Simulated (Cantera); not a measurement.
An isothermal, constant-pressure homogeneous reactor starts with C2H6 : N2 = 1 : 1.8 (molar parts), at 1848 K and 24000 Pa. Integrator tolerance rtol = 1e-08.

Computed with Cantera and GRI-Mech 3.0 (53 species, 325 reactions). GRI-Mech 3.0 stops at C3 and has no aromatics, soot or wall deposition, so with more carbon than oxygen in the feed, carbon stays in small species such as C2H2 where larger ones or solid carbon would form.

Question: What does this change do: temperature 1848 to 1350 K?

Answer: 
```
quantity                                              before                                    after
-----------------  -----------------------------------------  ---------------------------------------
x(C2H6) at 90.0 s    3.49e-8 (gas-phase equilibrium 2.39e-8)  4.32e-5 (gas-phase equilibrium 3.49e-5)
x(H) at 90.0 s     0.000702 (gas-phase equilibrium 0.000702)  2.78e-6 (gas-phase equilibrium 2.78e-6)
x(H2) at 90.0 s          0.415 (gas-phase equilibrium 0.415)      0.313 (gas-phase equilibrium 0.321)
x(C2H2) at 90.0 s        0.207 (gas-phase equilibrium 0.142)      0.168 (gas-phase equilibrium 0.127)
x(CH4) at 90.0 s    0.00119 (gas-phase equilibrium 0.000984)    0.0857 (gas-phase equilibrium 0.0799)
```
